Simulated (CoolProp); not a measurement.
Vapour-liquid equilibrium of R134a (1) + R141b (2) at 0.213 MPa; x and y are mole fractions of (1).

Model: multi-fluid Helmholtz-energy mixture model, Tillner-Roth 1994 and Lemmon 2006; pair parameters Bell 2016, in CoolProp.

```csv
x,"bubble temperature, mixture model (°C)","bubble temperature, Raoult's law (°C)","y, mixture model","y, Raoult's law"
0.05,42.8,46.0,___,0.280
0.125,___,35.6,___,0.529
0.2,___,27.6,0.734,0.675
0.275,13.9,21.3,0.808,0.768
0.35,9.2,16.1,___,0.830
0.425,5.7,11.7,0.884,0.874
0.5,2.9,7.9,0.906,0.907
0.575,0.7,4.6,0.922,0.931
0.65,-1.2,1.7,0.937,0.950
0.725,-2.8,-0.9,0.949,0.965
0.8,-4.4,-3.2,___,0.977
0.875,___,-5.3,0.975,0.987
0.95,-7.4,-7.3,0.989,0.995
```

Question: Some entries are withheld; supply them.

Answer: 
- 0.05, y, mixture model: 0.335
- 0.125, bubble temperature, mixture model (°C): 29.4
- 0.125, y, mixture model: 0.601
- 0.2, bubble temperature, mixture model (°C): 20.3
- 0.35, y, mixture model: 0.853
- 0.8, y, mixture model: 0.962
- 0.875, bubble temperature, mixture model (°C): -5.9

The largest gap from Raoult's law is -7.4 K in bubble temperature, at x = 0.275. No azeotrope shows between x = 0.05 and 0.95.

Pair parameters are fitted to limited data, so mixtures are less certain than the pure fluids.
